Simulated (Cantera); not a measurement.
Charge: 1 mol CH₃SiH₃, a varied amount of CH₄, 19 mol H₂, 0.075 mol HCl, equilibrated at 2525 K and 100 Torr.

These are equilibrium values from Cantera (NASA tables, ideal gas, pure condensed phases), not measurements of a reactor. Candidate condensed phases: C, C₆H₆, C₇H₈, C₈H₁₈, Si, SiC; 109 gas species. The feed counts by its element totals alone. Gases not in the tables: Si₂H₆ and higher silanes. Kinetics and transport are ignored.

Task: Which condensed phases are stable at each of these points (n(CH₄) (mol)): 0.05, 0.088, 0.16, 0.27, 0.48, 0.84, 1.5?

Result: 
| n(CH₄) (mol) | condensed phases | Si condensed (%) |
|---|---|---|
| 0.05 | SiC(s) | 50.9 |
| 0.088 | SiC(s) | 51.9 |
| 0.16 | SiC(s) | 53.5 |
| 0.27 | C(graphite) + SiC(s) | 55.5 |
| 0.48 | C(graphite) + SiC(s) | 54.6 |
| 0.84 | C(graphite) + SiC(s) | 53.2 |
| 1.5 | C(graphite) + SiC(s) | 50.6 |

From 0.05 mol CH₄ to 0.16 mol CH₄ the condensed part is SiC(s). From 0.27 mol CH₄ to 1.5 mol CH₄ the condensed part is C(graphite) + SiC(s).
